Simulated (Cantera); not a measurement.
A Cantera script and what it prints.

```python
import numpy as np
import cantera as ct

gas_names = """
    H H2 H2S N NH NH2 NH3 N2 N2H2 N2H4 Pb PbS Pb2 S SH SN S2 S8
""".split()
cond_names = """
    Pb(cr) Pb(L) PbS(s) PbS(L) S(cr1) S(cr2) S(L)
""".split()


# ... load() reads the species with a 1 bar reference pressure and builds the phases ...
atoms = {
    'PbS': {'Pb': 1, 'S': 1},
    'H2': {'H': 2},
    'N2': {'N': 2},
}
top_T = {}  # K; cautious upper limits of use, not melting points


# ... equilibrate(T, P, feed) seeds the gas with the atoms and calls Mixture.equilibrate('TP', solver="vcs", rtol=1e-11, max_steps=5000) ...
results = []
feed = {'PbS': 1, 'H2': 200, 'N2': 1.2}  # mol
P = 920000  # Pa
for T in [1025, 1100, 1175, 1250, 1325, 1400, 1475, 1550, 1625, 1700, 1775]:
    mix = equilibrate(T, P, feed)
    results.append((T, P, feed, dict(zip(mix.species_names, mix.species_moles))))
    x = sorted(zip(gas.X, gas.species_names), reverse=True)
    print(f"T = {T:g} K  P = {P:g} Pa  gas = {mix.phase_moles(0):.4g} mol")
    print("   x: " + "  ".join(f"{s} {v:.3e}" for v, s in x if v > 1e-05))
    print("   condensed (mol): " + ("  ".join(f"{mix.phase(i).name} {mix.phase_moles(i):.4g}"
          for i in range(1, mix.n_phases) if mix.phase_moles(i) > 1e-12) or "none"))
```

Result:

```
T = 1025 K  P = 920000 Pa  gas = 201.1 mol
   x: H2 9.889e-01  N2 5.796e-03  H2S 4.968e-03  NH3 3.410e-04
   condensed (mol): Pb(L) 0.9985
T = 1100 K  P = 920000 Pa  gas = 201.2 mol
   x: H2 9.889e-01  N2 5.855e-03  H2S 4.958e-03  NH3 2.200e-04  PbS 1.348e-05  Pb 1.317e-05
   condensed (mol): Pb(L) 0.9946
T = 1175 K  P = 920000 Pa  gas = 201.2 mol
   x: H2 9.889e-01  N2 5.890e-03  H2S 4.934e-03  NH3 1.495e-04  Pb 4.733e-05  PbS 3.676e-05
   condensed (mol): Pb(L) 0.9831
T = 1250 K  P = 920000 Pa  gas = 201.2 mol
   x: H2 9.889e-01  N2 5.910e-03  H2S 4.881e-03  Pb 1.454e-04  NH3 1.062e-04  PbS 8.797e-05
   condensed (mol): Pb(L) 0.953
T = 1325 K  P = 920000 Pa  gas = 201.3 mol
   x: H2 9.886e-01  N2 5.922e-03  H2S 4.779e-03  Pb 3.918e-04  PbS 1.878e-04  NH3 7.826e-05
   condensed (mol): Pb(L) 0.8833
T = 1400 K  P = 920000 Pa  gas = 201.5 mol
   x: H2 9.881e-01  N2 5.927e-03  H2S 4.600e-03  Pb 9.472e-04  PbS 3.617e-04  NH3 5.950e-05
   condensed (mol): Pb(L) 0.7362
T = 1475 K  P = 920000 Pa  gas = 201.7 mol
   x: H2 9.870e-01  N2 5.925e-03  H2S 4.320e-03  Pb 2.088e-03  PbS 6.317e-04  NH3 4.643e-05
   condensed (mol): Pb(L) 0.451
T = 1550 K  P = 920000 Pa  gas = 202.2 mol
   x: H2 9.851e-01  N2 5.916e-03  Pb 3.988e-03  H2S 3.982e-03  PbS 9.538e-04  NH3 3.704e-05  H 1.031e-05
   condensed (mol): none
T = 1625 K  P = 920000 Pa  gas = 202.2 mol
   x: H2 9.850e-01  N2 5.920e-03  Pb 4.078e-03  H2S 4.064e-03  PbS 8.638e-04  NH3 3.027e-05  H 2.309e-05  SH 1.664e-05
   condensed (mol): none
T = 1700 K  P = 920000 Pa  gas = 202.2 mol
   x: H2 9.849e-01  N2 5.922e-03  Pb 4.157e-03  H2S 4.130e-03  PbS 7.852e-04  H 4.821e-05  SH 2.896e-05  NH3 2.519e-05
   condensed (mol): none
T = 1775 K  P = 920000 Pa  gas = 202.2 mol
   x: H2 9.848e-01  N2 5.924e-03  Pb 4.227e-03  H2S 4.178e-03  PbS 7.161e-04  H 9.470e-05  SH 4.794e-05  NH3 2.129e-05
   condensed (mol): none
```

Equilibrium computed with Cantera from the NASA thermochemical tables; the gas is ideal and each condensed phase is pure.
